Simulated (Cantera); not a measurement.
A perfectly stirred reactor is fed with 1.73 % C3H8, 20.6 % O2, 77.6 % N2, equivalence ratio 0.42, at 7.80 bar; it is adiabatic with a 750 K inlet, and is followed from long to short residence time, starting on the burning branch (τ in s: 0.12, 0.055, 0.024, 0.011, 0.0049, 0.0022, 0.00097, 0.00043, 0.00019, 8.6e-05, 3.8e-05, 1.7e-05, 7.7e-06).

Model: GRI-Mech 3.0 (53 species, 325 reactions), integrated in Cantera. GRI-Mech 3.0 was tuned for natural gas; its chemistry of propane as a main component is partial and can be far from experiment.

One state of this run: T (K) = 1712; x C3H8 = 4.90e-6; x O2 = 0.118; x H2O = 0.0677; x C2H6 = 5.15e-9; x H2 = 3.35e-5; x HCO = 2.86e-8. x: mole fraction; the columns are a selection and need not sum to one.

Problem. Which value of τ (s) does it belong to?
A. 0.00043
B. 8.6e-5
C. 0.0049
D. 0.00097

Solution. C, 0.0049
